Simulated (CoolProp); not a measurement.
Vapour-liquid equilibrium of cyclohexane (1) + dimethyl carbonate (2) at 0.0845 MPa; x and y are mole fractions of (1).

Computed with CoolProp (multi-fluid Helmholtz-energy mixture model, Zhou 2014 and Zhou 2011; pair parameters Bell 2016).

Task: Give the bubble temperature and the first vapour's composition at x = 0.05, 0.2, 0.65. Is there an azeotrope?

Result: x = 0.05: 352.3 K, y = 0.199; x = 0.2: 344.4 K, y = 0.461; x = 0.65: 340.7 K, y = 0.633. y crosses x between x = 0.5 and 0.65: the model has an azeotrope there.

The pair parameters rest on a limited set of measurements; away from them the model extrapolates.
